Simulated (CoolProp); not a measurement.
Values from CoolProp's reference Helmholtz-energy equation of state, Thol 2017.

### Question
Give the vapour pressure (bar), enthalpy of vaporisation (kJ/kg), liquid cp (kJ/(kg K)), surface tension (mN/m) of saturated decamethyltetrasiloxane (MD2M) at 133.95, 145.45, 168.55 °C.

### Answer
```json
[
 {"T (°C)": "133.95", "p (bar)": "0.174", "enthalpy of vaporisation (kJ/kg)": "152", "liquid cp (kJ/(kg K))": "1.98", "surface tension (mN/m)": "9.18"},
 {"T (°C)": "145.45", "p (bar)": "0.257", "enthalpy of vaporisation (kJ/kg)": "148", "liquid cp (kJ/(kg K))": "2.01", "surface tension (mN/m)": "8.41"},
 {"T (°C)": "168.55", "p (bar)": "0.515", "enthalpy of vaporisation (kJ/kg)": "139", "liquid cp (kJ/(kg K))": "2.06", "surface tension (mN/m)": "6.94"}
]
```

Surface tension comes from a separate correlation (Mulero 2014), older than this fluid's equation and unchecked against measurements.
